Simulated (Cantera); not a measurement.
**Thermodynamics of calcination and drying, feed LiOH + H₂ + H₂O**

Input: 1 mol LiOH, 0.034 mol H₂, 0.49 mol H₂O, at 0.000100 bar.

Equilibrium computed with Cantera from the NASA thermochemical tables; the gas is ideal and each condensed phase is pure. Candidate condensed phases: H₂O, Li, LiH, LiOH, Li₂O; 17 gas species. Condensed phases not in the tables: the peroxide. Equilibrium is a limit: real reactors are often held back by kinetics, nucleation or transport.

```
T (K)  x H₂O    x LiOH     x Li     x O₂       x H     x H₂      x OH       x O  n Li₂O(s)
-----  -----  --------  -------  -------  --------  -------  --------  --------  ---------
898    0.967  0.000173  1.54e-9   <1e-12   1.99e-9   0.0332  5.34e-11    <1e-12      0.500
1048   0.961   0.00594  8.75e-7   <1e-12   1.41e-7   0.0331   1.29e-8    <1e-12      0.497
1198   0.890    0.0778  9.75e-5  1.16e-9   3.39e-6   0.0319   7.49e-7  8.18e-11      0.458
1348   0.525     0.446  0.00407  1.93e-7   3.55e-5   0.0236   1.27e-5   1.79e-8      0.201
1498   0.342     0.622   0.0217  3.12e-5  0.000182   0.0113  0.000157   2.20e-6          0
1648   0.352     0.588   0.0443  0.00337  0.000743  0.00696   0.00169  0.000147          0
1798   0.356     0.479    0.114   0.0226   0.00394   0.0125   0.00736   0.00179          0
1948   0.342     0.296    0.226   0.0555    0.0189   0.0280    0.0209    0.0105          0
2098   0.272     0.124    0.309   0.0844    0.0720   0.0547    0.0424    0.0398          0
```
x: gas mole fraction; n: condensed amount in mol.

From 898 K to 1348 K the condensed part is Li₂O(s). From 1498 K to 2098 K nothing is condensed. The main Li-bearing gas is LiOH at 898 K and Li at 2098 K.
